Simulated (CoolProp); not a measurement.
Vapour-liquid equilibrium of dimethyl ether (1) + n-butane (2) at 6.63 bar; x and y are mole fractions of (1).

Computed with CoolProp (multi-fluid Helmholtz-energy mixture model, Wu 2011 and Bücker 2006; pair parameters Bell 2016).

Q: Give the bubble temperature and the first vapour's composition at x = 0.425, 0.725, 0.8. Is there an azeotrope?

A: x = 0.425: 312.8 K, y = 0.623; x = 0.725: 306.0 K, y = 0.822; x = 0.8: 304.8 K, y = 0.867. No azeotrope shows between x = 0.05 and 0.95.

The pair parameters rest on a limited set of measurements; away from them the model extrapolates.
